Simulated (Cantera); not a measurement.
Input: 1 mol SiCl4, 1.5 mol HCl, 65 mol H2, 0.067 mol Cl2, held at 1198.15 K and 0.00180 bar.

Method: chemical equilibrium by Gibbs-energy minimisation in Cantera with the NASA 1993 tables (ideal gas, pure condensed phases). Candidate condensed phases: Si; 19 gas species. The tables' values for SiCl3 are old estimates; treat these amounts as uncertain. Kinetics and transport are ignored.

Base state: H2 0.930, HCl 0.0597, SiCl2 0.00902, SiCl3 0.000687, SiCl4 0.000462, SiHCl3 0.000194, SiH2Cl2 1.06e-5 (mole fractions); condensed: Si(s).

Task: What changes in the equilibrium state with this change: HCl from 1.5 to 0.61 mol?

Result: 
```tsv
species	before	after
H2	0.930	0.939
HCl	0.0597	0.0530
SiCl2	0.00902	0.00706
SiCl4	0.000462	0.000283
SiCl3	0.000687	0.000475
SiHCl3	0.000194	0.000135
Si(s), mol	0.289	0.462
```
